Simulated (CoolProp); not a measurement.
A simple Rankine cycle with R152A: condensing at 306.15 K, boiler at 2.44 MPa, turbine inlet 499 K, turbine efficiency 0.9, pump efficiency 0.8, no recuperator. Each further row changes one setting.

Values from CoolProp's reference Helmholtz-energy equation of state, Outcalt 1996. It is a modified Benedict-Webb-Rubin equation, recast in Helmholtz form.

```
case                             thermal efficiency (%)  net work (kJ/kg)  heat in (kJ/kg)  turbine exit temperature (K)  volume ratio over the turbine
-------------------------------  ----------------------  ----------------  ---------------  ----------------------------  -----------------------------
as stated                                             …              56.9              512                             …                           3.05
condensing temperature 298.15 K                    12.9              67.7              527                         438.9                              …
boiler pressure 1.71 MPa                            8.0              41.4                …                             …                              …
turbine efficiency 0.8                              9.8              50.3              512                         452.8                              …
```

Problem. Fill in the missing entries.

Solution. 
- as stated, thermal efficiency (%): 11.1
- as stated, turbine exit temperature (K): 448.1
- condensing temperature 298.15 K, volume ratio over the turbine: 3.78
- boiler pressure 1.71 MPa, heat in (kJ/kg): 519
- boiler pressure 1.71 MPa, turbine exit temperature (K): 464.2
- boiler pressure 1.71 MPa, volume ratio over the turbine: 2.17
- turbine efficiency 0.8, volume ratio over the turbine: 3.09
